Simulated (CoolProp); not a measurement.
The fluid at 318.84 K and 0.0803 MPa (gas) is heated at constant pressure to 496.2 K. The same conditions are run with several fluids, on thermodynamics alone (safety and materials aside).

Model: reference Helmholtz-energy equation of state of each fluid (R141b: Lemmon 2006; R410A: Lemmon 2003; R22: Kamei 1995; carbon monoxide: Lemmon 2006), in CoolProp. Blends and air are pseudo-pure fits.

```csv
fluid,heat (kJ/kg),final density (kg/m³)
R141b,…,2.29
R410A,…,…
R22,…,1.69
carbon monoxide,186,0.545
```

Q: What belongs in the gaps?

A: 
- R141b, heat (kJ/kg): 160
- R410A, heat (kJ/kg): 173
- R410A, final density (kg/m³): 1.41
- R22, heat (kJ/kg): 136
